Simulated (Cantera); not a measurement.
A freely propagating, adiabatic, planar premixed flame of CH₃OH : O₂ : N₂ : CO₂ = 1 : 1.15 : 4.34 : 0.36 (molar parts), unburnt at 450 K and 9.87 atm; mixture-averaged transport, grid criteria slope 0.08 and curve 0.16, no radiation.

Model: GRI-Mech 3.0 (53 species, 325 reactions), integrated in Cantera. GRI-Mech 3.0 was tuned for natural gas; its chemistry of methanol as a main component is partial and can be far from experiment. Burning velocities carry a grid error of a few per cent, more on coarse grids.

Task: Predict: laminar burning velocity; thermal thickness; peak x(O); peak x(CH₂O).

Result: 
```
Property                      Value
------------------------  ---------
laminar burning velocity  38.0 cm/s
thermal thickness         0.0518 mm
peak x(O)                  0.000498
peak x(CH₂O)                0.00919
```
